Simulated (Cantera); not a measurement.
Charge: 1 mol Si, a varied amount of NF3, held at 723.15 K and 0.0130 bar.

Equilibrium computed with Cantera from the NASA thermochemical tables; the gas is ideal and each condensed phase is pure. Candidate condensed phases: Si, Si3N4; 16 gas species. The numbers say what is thermodynamically allowed, not how fast it happens.

log p: log10 of the partial pressure in bar; n: condensed amount in mol.

```json
[
 {"n(NF3) (mol)": "0.88", "log p SiF4": "-2.01", "log p N2": "-2.50", "log p F2": "<-13", "log p NF3": "<-13", "log p F": "<-13", "log p NF2": "<-13", "n Si3N4(s)": "0.113"},
 {"n(NF3) (mol)": "1", "log p SiF4": "-2.05", "log p N2": "-2.40", "log p F2": "<-13", "log p NF3": "<-13", "log p F": "<-13", "log p NF2": "<-13", "n Si3N4(s)": "0.0833"},
 {"n(NF3) (mol)": "1.2", "log p SiF4": "-2.09", "log p N2": "-2.32", "log p F2": "<-13", "log p NF3": "<-13", "log p F": "<-13", "log p NF2": "<-13", "n Si3N4(s)": "0.0333"},
 {"n(NF3) (mol)": "1.3", "log p SiF4": "-2.10", "log p N2": "-2.29", "log p F2": "<-13", "log p NF3": "<-13", "log p F": "<-13", "log p NF2": "<-13", "n Si3N4(s)": "0.00833"},
 {"n(NF3) (mol)": "1.5", "log p SiF4": "-2.18", "log p N2": "-2.32", "log p F2": "-2.98", "log p NF3": "-3.41", "log p F": "-4.14", "log p NF2": "?", "n Si3N4(s)": "0"},
 {"n(NF3) (mol)": "1.8", "log p SiF4": "-2.27", "log p N2": "-2.36", "log p F2": "-2.67", "log p NF3": "-2.97", "log p F": "-3.98", "log p NF2": "?", "n Si3N4(s)": "0"},
 {"n(NF3) (mol)": "2", "log p SiF4": "-2.32", "log p N2": "-2.39", "log p F2": "-2.58", "log p NF3": "-2.85", "log p F": "-3.94", "log p NF2": "?", "n Si3N4(s)": "0"},
 {"n(NF3) (mol)": "2.3", "log p SiF4": "-2.39", "log p N2": "-2.42", "log p F2": "-2.50", "log p NF3": "-2.74", "log p F": "-3.90", "log p NF2": "-8.78", "n Si3N4(s)": "0"},
 {"n(NF3) (mol)": "2.7", "log p SiF4": "-2.46", "log p N2": "-2.45", "log p F2": "-2.43", "log p NF3": "-2.66", "log p F": "-3.86", "log p NF2": "-8.73", "n Si3N4(s)": "0"},
 {"n(NF3) (mol)": "3.1", "log p SiF4": "-2.53", "log p N2": "-2.47", "log p F2": "-2.39", "log p NF3": "-2.61", "log p F": "-3.84", "log p NF2": "-8.70", "n Si3N4(s)": "0"},
 {"n(NF3) (mol)": "3.6", "log p SiF4": "-2.60", "log p N2": "-2.50", "log p F2": "-2.35", "log p NF3": "-2.57", "log p F": "-3.82", "log p NF2": "-8.68", "n Si3N4(s)": "0"},
 {"n(NF3) (mol)": "4.1", "log p SiF4": "-2.66", "log p N2": "-2.52", "log p F2": "-2.33", "log p NF3": "-2.54", "log p F": "-3.81", "log p NF2": "-8.66", "n Si3N4(s)": "0"},
 {"n(NF3) (mol)": "4.7", "log p SiF4": "-2.72", "log p N2": "-2.53", "log p F2": "-2.31", "log p NF3": "-2.51", "log p F": "-3.80", "log p NF2": "-8.65", "n Si3N4(s)": "0"}
]
```

Question: Complete the blanks.

Answer: 
- 1.5, log p NF2: -9.21
- 1.8, log p NF2: -8.93
- 2, log p NF2: -8.85
